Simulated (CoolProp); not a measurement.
R365MFC along the isotherm 496.7 K: fugacity coefficient from the reference equation and from simpler models built on Tc = 460.0 K, pc = 3.266 MPa, ω = 0.377; each cubic takes its own stable root.

Computed with CoolProp (reference Helmholtz-energy equation of state, Lemmon 2016).

```csv
p (MPa),phase,reference
0.0516,gas,0.9955
0.0872,gas,0.9924
0.147,gas,0.9872
0.248,gas,0.9785
0.419,gas,0.9639
0.707,gas,0.9395
1.19,gas,0.8995
2.01,gas,0.8341
3.4,supercritical,0.7299
5.73,supercritical,0.5738
9.68,supercritical,0.4207
16.3,supercritical,0.3341
```

How far does each simpler model (van der Waals, Redlich-Kwong, Soave-Redlich-Kwong, Peng-Robinson) lie from the reference over these 12 states: mean and median of the absolute difference, and the worst?


- van der Waals: mean 2.1 %, median 0.8 %, worst +12.8 % at 496.7 K and 16.3 MPa
- Redlich-Kwong: mean 0.5 %, median 0.2 %, worst -2.0 % at 496.7 K and 5.73 MPa
- Soave-Redlich-Kwong: mean 2.3 %, median 0.8 %, worst +10.4 % at 496.7 K and 16.3 MPa
- Peng-Robinson: mean 0.3 %, median 0.1 %, worst -1.4 % at 496.7 K and 5.73 MPa
